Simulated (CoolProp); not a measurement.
n-hexane at 313.65 K and 0.0194 MPa is compressed adiabatically to 0.0504 MPa with isentropic efficiency 0.85. Each further row changes one setting.

Values from CoolProp's reference Helmholtz-energy equation of state, Thol 2019.

```
case             work (kJ/kg)  final temperature (K)  final density (kg/m³)
---------------  ------------  ---------------------  ---------------------
as stated                 ___                    ___                    ___
efficiency 1              ___                  331.1                    ___
efficiency 0.65          44.8                    ___                    ___
```

**Question.** Complete the blanks.

**Answer.** 
- as stated, work (kJ/kg): 34.3
- as stated, final temperature (K): 333.9
- as stated, final density (kg/m³): 1.61
- efficiency 1, work (kJ/kg): 29.1
- efficiency 1, final density (kg/m³): 1.62
- efficiency 0.65, final temperature (K): 339.6
- efficiency 0.65, final density (kg/m³): 1.58
